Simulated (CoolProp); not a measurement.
Properties of hexamethyldisiloxane (MM) along the isotherm 251.85 °C (Tc = 245.6 °C, pc = 19.31 bar, ω = 0.418).

Computed with CoolProp (reference Helmholtz-energy equation of state, Thol 2016).

| p (bar) | phase | density (kg/m³) | cp (kJ/(kg K)) | expansivity (1/kK) |
|---|---|---|---|---|
| 3.45 | gas | (withheld) | 2.100 | 2.396 |
| 6.9 | gas | 29.63 | (withheld) | (withheld) |
| 10.3 | gas | 48.54 | 2.208 | 4.273 |
| 13.8 | gas | 73.54 | 2.338 | 6.499 |
| 17.2 | gas | 109.0 | 2.675 | 12.18 |
| 20.7 | supercritical | 205.6 | 7.174 | 84.49 |
| 24.1 | supercritical | (withheld) | 3.654 | 19.87 |
| 27.6 | supercritical | 416.4 | 3.041 | 10.54 |
| 31 | supercritical | (withheld) | 2.849 | 7.771 |
| 34.5 | supercritical | 447.1 | 2.746 | (withheld) |
| 37.9 | supercritical | 457.2 | 2.682 | 5.462 |
| 41.4 | supercritical | 465.8 | 2.637 | 4.849 |
| 44.8 | supercritical | (withheld) | (withheld) | 4.409 |
| 48.3 | supercritical | 479.7 | 2.576 | 4.058 |

Question: Complete the blanks.

Answer: 
- 3.45, density (kg/m³): 13.71
- 6.9, cp (kJ/(kg K)): 2.142
- 6.9, expansivity (1/kK): 3.122
- 24.1, density (kg/m³): 384.8
- 31, density (kg/m³): 434.0
- 34.5, expansivity (1/kK): 6.327
- 44.8, density (kg/m³): 473.1
- 44.8, cp (kJ/(kg K)): 2.603

The peak of cp marks the crossing from liquid-like to gas-like fluid above the critical point.
